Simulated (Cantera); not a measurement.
A Cantera script and what it prints.

```python
import numpy as np
import cantera as ct

gas_names = """
    O2 H Cs
""".split()
cond_names = """
    CsOH(a) CsOH(b) CsOH(c) CsOH(L)
""".split()


# ... load() reads the species with a 1 bar reference pressure and builds the phases ...
species = {s.name: s for s in load("nasa_gas.yaml", gas_names) + load("nasa_condensed.yaml", cond_names)}
# Each term lists the table entries of one substance; the one whose range holds T is used.
reactions = {
    '2 CsOH = O2(g) + 2 H(g) + 2 Cs(g)':
        [(-2, ['CsOH(a)', 'CsOH(b)', 'CsOH(c)', 'CsOH(L)']), (1, ['O2']), (2, ['H']), (2, ['Cs'])],
}


def pick(names, T):
    return next(species[n] for n in names if species[n].thermo.min_temp <= T <= species[n].thermo.max_temp)


results = []
for label, terms in reactions.items():
    print(label)
    print("     T/K   dH/kJ  dS/(J/K)   dG/kJ   log10 K")
    for T in [598, 648, 698, 748, 798, 848, 898, 948]:
        used = [(nu, pick(names, T)) for nu, names in terms]
        dH = sum(nu * s.thermo.h(T) for nu, s in used) / 1e6
        dS = sum(nu * s.thermo.s(T) for nu, s in used) / 1e3
        dG = dH - T * dS / 1e3
        logK = -dG * 1e6 / (ct.gas_constant * T * np.log(10))
        results.append((label, T, dH, dS, dG, logK, [s.name for _, s in used]))
        print(f"{T:8g} {dH:8.1f} {dS:8.1f} {dG:8.1f} {logK:8.2f}")
```

It prints:

```
2 CsOH = O2(g) + 2 H(g) + 2 Cs(g)
     T/K   dH/kJ  dS/(J/K)   dG/kJ   log10 K
     598   1386.1    514.3   1078.6   -94.21
     648   1383.7    510.4   1053.0   -84.88
     698   1381.4    506.9   1027.5   -76.89
     748   1379.0    503.7   1002.3   -69.99
     798   1376.7    500.7    977.2   -63.96
     848   1374.4    497.9    952.2   -58.65
     898   1372.1    495.2    927.4   -53.94
     948   1369.8    492.8    902.7   -49.74
```

Source: NASA polynomial tables (part measured, part estimated), evaluated in Cantera. Condensed species are held in their standard states even where they would react or evaporate.
